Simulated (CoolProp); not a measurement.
A Linde-Hampson liquefier for dry air: isothermal reversible compression at 230 K from 1 atm to 30 MPa, throttling to 1 atm, return gas leaving the recuperator 10 K below the feed. Each further row changes one setting.

Values from CoolProp's reference Helmholtz-energy equation of state, Lemmon 2000. It is a pseudo-pure fit of the blend.

```csv
case,liquid yield per pass,compression work (kJ/kg of gas)
as stated,0.180,363
high pressure 60 MPa,0.171,420
warm-end temperature 260 K,0.126,419
warm-end gap 15 K,0.168,363
```
